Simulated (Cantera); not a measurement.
## Catalytic combustion on Pt

An isothermal plug-flow reactor at 723 K and 2480 Torr (inlet), inlet velocity 0.42 m/s, active area per volume 79 1/m; feed H₂ : O₂ : N₂ = 0.0066 : 0.088 : 0.79 (molar parts).

Model: Deutschmann's 1995 Pt surface mechanism with GRI-Mech 3.0 gas chemistry, integrated in Cantera. Catalytic surfaces can have several steady states; this one follows from the mechanism file's or the stated starting coverage. Mass transfer to the wall is taken as infinitely fast.

```tsv
z (m)	x H₂	x O₂	x H₂O	θ free Pt	θ O*	θ OH*
0.00075	0.00457	0.0982	0.00290	0.0853	0.909	0.00589
0.0014	0.00341	0.0977	0.00406	0.0642	0.930	0.00551
0.0028	0.00220	0.0971	0.00528	0.0420	0.953	0.00479
0.0054	0.00131	0.0967	0.00618	0.0260	0.970	0.00396
0.01	0.000739	0.0964	0.00675	0.0164	0.980	0.00324
0.02	0.000339	0.0963	0.00715	0.0105	0.987	0.00264
0.039	0.000121	0.0962	0.00737	0.00786	0.990	0.00231
0.075	2.46e-5	0.0961	0.00746	0.00690	0.991	0.00218
```
x: gas mole fraction; θ: surface coverage.
